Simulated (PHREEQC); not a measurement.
Consider water at 25 °C with 0.067 mol KOH, 0.00012 mol H4SiO4 and 0.01 mol (CH3)4NCl per kg of water. Closed to the air; pH follows from the charge balance.

Equilibrium calculation in PHREEQC: ion-association model, wateq4f.dat.

This is a speciation only: nothing precipitates in the calculation.

**Question.** Predict the pH.

**Answer.** pH 12.72.

**Question.** In which forms is Si present?

**Answer.** H3SiO4- 60 %, H2SiO4-2 40 % of the Si.

(CH3)4N+ isn't in the database: it is added as a free cation with an ion size of 4 Å.
